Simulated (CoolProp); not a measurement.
Model: reference Helmholtz-energy equation of state, Schmidt 1985, in CoolProp.

### Question
For oxygen, give the phase and the speed of sound (m/s) at -144.15 °C and 0.955 MPa; -95.55 °C and 0.955 MPa; 26.05 °C and 0.955 MPa.

### Answer
- -144.15 °C and 0.955 MPa: gas; speed of sound 203
- -95.55 °C and 0.955 MPa: gas; speed of sound 249
- 26.05 °C and 0.955 MPa: gas; speed of sound 329
